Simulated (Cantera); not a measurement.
Charge: 1 mol SiH4, 0.015 mol CH4, 14 mol H2, at 0.00190 bar.

Method: chemical equilibrium by Gibbs-energy minimisation in Cantera with the NASA 1993 tables (ideal gas, pure condensed phases). Candidate condensed phases: C, C6H6, C7H8, C8H18, Si, SiC; 87 gas species. Mutual solubility and eutectic melting of coexisting phases are not modelled. Gases not in the tables: Si2H6 and higher silanes. Kinetics and transport are ignored.

log p: log10 of the partial pressure in bar; n: condensed amount in mol.

```tsv
T (°C)	log p H2	log p H	log p Si	log p SiH	log p Si2C	n Si(s)	n SiC(s)	n Si(l)
977	-2.72	-7.68	-11.08	-11.40	<-14	0.985	0.0150	0
1077	-2.72	…	…	…	…	0.985	0.0150	0
1177	-2.72	-6.38	-8.51	-9.27	-11.51	0.985	0.0150	0
1277	-2.72	-5.86	-7.48	-8.42	-10.13	0.985	0.0150	0
1377	-2.72	-5.40	-6.57	-7.67	-8.93	0.982	0.0150	0
1477	-2.72	-5.00	-5.82	-7.06	-7.92	0	0.0149	0.971
1577	-2.73	…	…	…	…	0	0.0142	0.925
1677	-2.74	-4.31	-4.62	-6.11	-6.28	0	0.0104	0.761
1777	-2.76	-4.03	-4.11	-5.71	-5.79	0	0	0.230
1877	-2.79	-3.77	-4.00	-5.70	-5.82	0	0	0
```

Q: Some entries are withheld; supply them.

A: 
- 1077, log p H: -6.98
- 1077, log p Si: -9.70
- 1077, log p SiH: -10.26
- 1077, log p Si2C: -13.09
- 1577, log p H: -4.63
- 1577, log p Si: -5.19
- 1577, log p SiH: -6.56
- 1577, log p Si2C: -7.05
